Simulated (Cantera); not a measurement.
What does this Cantera script print?

```python
import numpy as np
import cantera as ct

gas_names = [...]  # 109 gases of nasa_gas.yaml made of C, Cl, H, Si
cond_names = """
    C(gr) C6H6(L) C7H8(L) C8H18(L),n-octa Si(cr) Si(L) SiC(b)
""".split()


# ... load() reads the species with a 1 bar reference pressure and builds the phases ...
atoms = {
    'CH3SiCl3': {'C': 1, 'H': 3, 'Si': 1, 'CL': 3},
    'HCl': {'H': 1, 'CL': 1},
    'H2': {'H': 2},
}
top_T = {'C(gr)': 4500, 'SiC(b)': 3050}  # K; cautious upper limits of use, not melting points


# ... equilibrate(T, P, feed) seeds the gas with the atoms and calls Mixture.equilibrate('TP', solver="vcs", rtol=1e-11, max_steps=5000) ...
results = []
feed = {'CH3SiCl3': 1, 'HCl': 1.2, 'H2': 62}  # mol
P = 860  # Pa
for T in [1423, 1523, 1623, 1723, 1823, 1923, 2023, 2123]:
    mix = equilibrate(T, P, feed)
    results.append((T, P, feed, dict(zip(mix.species_names, mix.species_moles))))
    x = sorted(zip(gas.X, gas.species_names), reverse=True)
    print(f"T = {T:g} K  P = {P:g} Pa  gas = {mix.phase_moles(0):.4g} mol")
    print("   x: " + "  ".join(f"{s} {v:.3e}" for v, s in x if v > 1e-06))
    print("   condensed (mol): " + ("  ".join(f"{mix.phase(i).name} {mix.phase_moles(i):.4g}"
          for i in range(1, mix.n_phases) if mix.phase_moles(i) > 1e-12) or "none"))
```

It prints:

```
T = 1423 K  P = 860 Pa  gas = 66.2 mol
   x: H2 9.365e-01  HCL 6.330e-02  H 6.932e-05  SiCL2 6.842e-05  CH4 2.873e-05  CL 3.838e-06  C2H2,acetylene 3.215e-06  SiCL3 1.745e-06
   condensed (mol): C(gr) 0.00234  SiC(b) 0.9953
T = 1523 K  P = 860 Pa  gas = 66.21 mol
   x: H2 9.364e-01  HCL 6.320e-02  H 2.412e-04  SiCL2 1.110e-04  CH4 1.737e-05  CL 1.306e-05  C2H2,acetylene 1.106e-05  SiCL3 1.447e-06
   condensed (mol): C(gr) 0.004837  SiC(b) 0.9925
T = 1623 K  P = 860 Pa  gas = 66.22 mol
   x: H2 9.360e-01  HCL 6.304e-02  H 7.211e-04  SiCL2 1.688e-04  CL 3.825e-05  C2H2,acetylene 3.262e-05  CH4 1.117e-05  SiCL3 1.225e-06
   condensed (mol): C(gr) 0.006231  SiC(b) 0.9887
T = 1723 K  P = 860 Pa  gas = 66.27 mol
   x: H2 9.349e-01  HCL 6.279e-02  H 1.901e-03  SiCL2 2.431e-04  CL 9.892e-05  C2H2,acetylene 8.461e-05  CH4 7.562e-06  Si 1.906e-06  SiCL 1.601e-06  SiCL3 1.053e-06
   condensed (mol): C(gr) 0.004708  SiC(b) 0.9835
T = 1823 K  P = 860 Pa  gas = 66.36 mol
   x: H2 9.323e-01  HCL 6.236e-02  H 4.511e-03  SiCL2 3.469e-04  CL 2.302e-04  C2H2,acetylene 1.825e-04  Si 1.427e-05  SiCL 6.467e-06  CH4 5.133e-06  SiH 1.366e-06
   condensed (mol): SiC(b) 0.9753
T = 1923 K  P = 860 Pa  gas = 66.55 mol
   x: H2 9.272e-01  HCL 6.158e-02  H 9.781e-03  SiCL2 5.058e-04  CL 4.887e-04  C2H2,acetylene 3.143e-04  Si 9.280e-05  SiCL 2.406e-05  SiH 6.781e-06  CH4 3.366e-06  SiH2 2.936e-06  SiC2 1.984e-06  Si2C 1.811e-06
   condensed (mol): SiC(b) 0.9575
T = 2023 K  P = 860 Pa  gas = 66.92 mol
   x: H2 9.171e-01  HCL 6.043e-02  H 1.961e-02  CL 9.597e-04  SiCL2 6.455e-04  C2H2,acetylene 6.029e-04  Si 4.600e-04  SiCL 7.171e-05  SiH 2.627e-05  SiC2 1.558e-05  Si2C 1.388e-05  SiH2 7.705e-06  CH4 2.480e-06  CH3 1.046e-06
   condensed (mol): SiC(b) 0.9159
T = 2123 K  P = 860 Pa  gas = 67.64 mol
   x: H2 8.986e-01  HCL 5.874e-02  H 3.667e-02  CL 1.759e-03  Si 1.751e-03  C2H2,acetylene 1.343e-03  SiCL2 7.101e-04  SiCL 1.710e-04  SiC2 1.120e-04  SiH 7.953e-05  Si2C 7.807e-05  SiH2 1.632e-05  Si2 2.122e-06  CH4 2.061e-06  CH3 1.634e-06  C2H 1.520e-06
   condensed (mol): SiC(b) 0.797
```

Equilibrium computed with Cantera from the NASA thermochemical tables; the gas is ideal and each condensed phase is pure. The feed counts by its element totals alone. The tables' values for SiCl are old estimates; treat these amounts as uncertain. Gases not in the tables: Si2H6 and higher silanes.
